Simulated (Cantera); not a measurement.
Cantera run, input and output.

```python
import numpy as np
import cantera as ct

gas = ct.Solution("gri30.yaml")


def delay(T, t_max=10):
    gas.TPX = T, 110000, {'H2': 1, 'O2': 0.238, 'N2': 0.895, 'H2O': 0.062}
    reactor = ct.IdealGasConstPressureReactor(gas, clone=False)
    net = ct.ReactorNet([reactor])
    net.rtol, net.atol = 1e-8, 1e-16
    while net.time < t_max:
        t_old, T_old = net.time, reactor.T
        net.step()
        if reactor.T > T + 400:  # ignition: a rise of 400 K
            return t_old + (T + 400 - T_old) / (reactor.T - T_old) * (net.time - t_old)
    return np.nan


taus = []
for T in [1048, 1148, 1248, 1348, 1448, 1548, 1648]:
    taus.append(delay(T))
    print(f"T0 = {T:6g} K   tau = {taus[-1]:.4e} s")
```

Result:

```
T0 =   1048 K   tau = 2.1359e-04 s
T0 =   1148 K   tau = 7.2884e-05 s
T0 =   1248 K   tau = 4.0108e-05 s
T0 =   1348 K   tau = 2.6541e-05 s
T0 =   1448 K   tau = 2.0014e-05 s
T0 =   1548 K   tau = 1.6785e-05 s
T0 =   1648 K   tau = 1.5358e-05 s
```

Computed with Cantera and GRI-Mech 3.0 (53 species, 325 reactions). Where the delays flatten at high temperature, the 400 K rule measures the pace of heat release, not the induction time.
